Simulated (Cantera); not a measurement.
Ignition delay

Mixture: CH4 : O2 : N2 = 1 : 2.7 : 7.57 (molar parts), at 1.00 atm, adiabatic and at constant volume. Ignition delay is the time to a rise of 400 K.

Computed with Cantera and GRI-Mech 3.0 (53 species, 325 reactions).

```tsv
T0 (K)	delay (ms)
1000	714
1075	197
1150	60.2
1225	20.2
1300	7.39
1375	2.96
1450	1.30
1525	0.630
1600	0.334
```

- apparent activation energy between 1450 and 1600 K = 170 kJ/mol
